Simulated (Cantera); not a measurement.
Feed: 1 mol Fe3O4, 1.2 mol H2, 1.5 mol N2, at 3.00 mbar.

These are equilibrium values from Cantera (NASA tables, ideal gas, pure condensed phases), not measurements of a reactor. Candidate condensed phases: Fe, FeO, Fe(OH)2, Fe(OH)3, Fe2O3, Fe3O4, H2O; 27 gas species. The tables' stoichiometric FeO is somewhat more stable than real wüstite, so its field is too wide. FeO: taken at fixed stoichiometry. The numbers say what is thermodynamically allowed, not how fast it happens.

x: gas mole fraction; n: condensed amount in mol.

```json
[
 {"T (°C)": "1400", "x N2": "0.555", "x H2O": "0.370", "x H2": "0.0737", "x Fe": "0.000126", "x H": "0.000564", "n FeO(l)": "3.00"},
 {"T (°C)": "1450", "x N2": "0.555", "x H2O": "0.370", "x H2": "0.0734", "x Fe": "[?]", "x H": "[?]", "n FeO(l)": "3.00"},
 {"T (°C)": "1500", "x N2": "0.555", "x H2O": "0.370", "x H2": "0.0729", "x Fe": "[?]", "x H": "[?]", "n FeO(l)": "3.00"},
 {"T (°C)": "1550", "x N2": "0.554", "x H2O": "0.370", "x H2": "0.0721", "x Fe": "0.00121", "x H": "0.00212", "n FeO(l)": "3.00"},
 {"T (°C)": "1600", "x N2": "0.553", "x H2O": "0.369", "x H2": "0.0708", "x Fe": "0.00232", "x H": "0.00314", "n FeO(l)": "2.99"},
 {"T (°C)": "1650", "x N2": "0.551", "x H2O": "0.369", "x H2": "0.0687", "x Fe": "0.00427", "x H": "0.00451", "n FeO(l)": "2.99"},
 {"T (°C)": "1700", "x N2": "0.548", "x H2O": "0.367", "x H2": "0.0658", "x Fe": "0.00748", "x H": "0.00632", "n FeO(l)": "2.98"},
 {"T (°C)": "1750", "x N2": "0.542", "x H2O": "0.365", "x H2": "0.0619", "x Fe": "0.0125", "x H": "0.00863", "n FeO(l)": "2.96"},
 {"T (°C)": "1800", "x N2": "0.534", "x H2O": "0.360", "x H2": "0.0577", "x Fe": "0.0203", "x H": "0.0115", "n FeO(l)": "2.93"}
]
```

Problem. Fill in the missing entries.

Solution. 
- 1500, x Fe: 0.000597
- 1500, x H: 0.00140
- 1450, x Fe: 0.000281
- 1450, x H: 0.000902
